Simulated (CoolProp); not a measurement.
Properties of water along the isobar 69500 kPa (Tc = 647.1 K, pc = 22060 kPa, ω = 0.344).

Computed with CoolProp (reference Helmholtz-energy equation of state, Wagner 2002).

```
T (K)          phase  density (kg/m³)  cv (kJ/(kg K))  speed of sound (m/s)  viscosity (µPa s)
-----  -------------  ---------------  --------------  --------------------  -----------------
540.9         liquid            836.7           3.077                  1362                115
556.3         liquid            818.2           3.037                  1316                ___
571.7         liquid            798.8           3.000                   ___                104
587.1         liquid            778.2             ___                   ___               98.9
602.5         liquid            756.5             ___                  1167               94.5
618           liquid            733.3             ___                  1114               90.2
633.4         liquid              ___           2.877                  1060               86.1
648.8  supercritical              ___           2.853                  1006               82.2
664.2  supercritical            654.5           2.832                 950.9               78.3
679.6  supercritical            624.3           2.814                 896.6               74.5
```

Q: Complete the blanks.

A: 
- 556.3, viscosity (µPa s): 109
- 571.7, speed of sound (m/s): 1268
- 587.1, cv (kJ/(kg K)): 2.966
- 587.1, speed of sound (m/s): 1218
- 602.5, cv (kJ/(kg K)): 2.933
- 618, cv (kJ/(kg K)): 2.904
- 633.4, density (kg/m³): 708.8
- 648.8, density (kg/m³): 682.6

Viscosity comes from a separate model (Huber 2009).
